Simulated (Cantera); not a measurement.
**Fluorocarbon and chlorocarbon gases: c-C4F8 + HCl + H2**

A closed system holds: 1 mol c-C4F8, 1.6 mol HCl, 1.2 mol H2, held at 1.70 Pa.

Cantera equilibrium calculation (NASA polynomials, part measured and part estimated; ideal gas, pure solids and liquids). Candidate condensed phases: C, C6H6, C7H8, C8H18; 118 gas species. The feed counts by its element totals alone. Rates play no part.

```json
[
 {"T (K)": "2698", "log p F": "-5.12", "log p H": "-5.54", "log p C": "-5.98", "log p HF": "-5.69", "log p Cl": "-5.71", "log p C3": "-5.97", "log p C2": "-6.69", "log p CF": "-6.66"},
 {"T (K)": "2748", "log p F": "-5.11", "log p H": "-5.49", "log p C": "-5.86", "log p HF": "-5.84", "log p Cl": "-5.73", "log p C3": "-6.05", "log p C2": "-6.65", "log p CF": "-6.72"},
 {"T (K)": "2798", "log p F": "-5.11", "log p H": "-5.46", "log p C": "-5.74", "log p HF": "-6.00", "log p Cl": "-5.75", "log p C3": "-6.17", "log p C2": "-6.63", "log p CF": "-6.79"},
 {"T (K)": "2848", "log p F": "-5.11", "log p H": "-5.44", "log p C": "-5.65", "log p HF": "-6.18", "log p Cl": "-5.76", "log p C3": "-6.31", "log p C2": "-6.63", "log p CF": "-6.88"},
 {"T (K)": "2898", "log p F": "-5.11", "log p H": "-5.43", "log p C": "-5.57", "log p HF": "-6.36", "log p Cl": "-5.78", "log p C3": "-6.50", "log p C2": "-6.67", "log p CF": "-6.98"},
 {"T (K)": "2948", "log p F": "-5.11", "log p H": "-5.42", "log p C": "-5.51", "log p HF": "-6.54", "log p Cl": "-5.79", "log p C3": "-6.74", "log p C2": "-6.74", "log p CF": "-7.09"},
 {"T (K)": "2998", "log p F": "-5.11", "log p H": "-5.42", "log p C": "-5.47", "log p HF": "-6.71", "log p Cl": "-5.80", "log p C3": "-7.02", "log p C2": "-6.85", "log p CF": "-7.22"}
]
```
log p: log10 of the partial pressure in bar; nothing condenses.

From 2698 K to 2998 K nothing is condensed. The main C-bearing gas is C3 at 2698 K and C at 2998 K.
